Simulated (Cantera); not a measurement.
Equilibrium for aluminium nitride and oxide growth: AlCl3 + N2O + N2

Feed: 1 mol AlCl3, 2.2 mol N2O, 7.3 mol N2, at 19000 Pa.

Method: chemical equilibrium by Gibbs-energy minimisation in Cantera with the NASA 1993 tables (ideal gas, pure condensed phases). Candidate condensed phases: Al, AlCl3, AlN, Al2O3; 24 gas species. Rates play no part.

From 1325 K to 1925 K the condensed part is Al2O3(s). The main Al-bearing gas is AlCl3 throughout. The share of Al in condensed phases is highest at 1325 K (100.0 %) and lowest at 1925 K (97.3 %).

```json
[
 {"T (K)": "1325", "log p N2": "-0.80", "log p Cl": "-2.62", "log p Cl2": "-1.62", "log p O2": "-2.24", "log p NO": "-4.46", "n Al2O3(s)": "0.500"},
 {"T (K)": "1425", "log p N2": "-0.80", "log p Cl": "-2.29", "log p Cl2": "-1.65", "log p O2": "-2.24", "log p NO": "-4.21", "n Al2O3(s)": "0.499"},
 {"T (K)": "1525", "log p N2": "-0.81", "log p Cl": "-2.02", "log p Cl2": "-1.71", "log p O2": "-2.24", "log p NO": "-4.00", "n Al2O3(s)": "0.498"},
 {"T (K)": "1625", "log p N2": "-0.82", "log p Cl": "-1.80", "log p Cl2": "-1.80", "log p O2": "-2.25", "log p NO": "-3.81", "n Al2O3(s)": "0.495"},
 {"T (K)": "1725", "log p N2": "-0.83", "log p Cl": "-1.63", "log p Cl2": "-1.94", "log p O2": "-2.25", "log p NO": "-3.65", "n Al2O3(s)": "0.490"},
 {"T (K)": "1825", "log p N2": "-0.84", "log p Cl": "-1.52", "log p Cl2": "-2.14", "log p O2": "-2.26", "log p NO": "-3.50", "n Al2O3(s)": "0.487"},
 {"T (K)": "1925", "log p N2": "-0.84", "log p Cl": "-1.45", "log p Cl2": "-2.37", "log p O2": "-2.27", "log p NO": "-3.37", "n Al2O3(s)": "0.487"}
]
```
log p: log10 of the partial pressure in bar; n: condensed amount in mol.
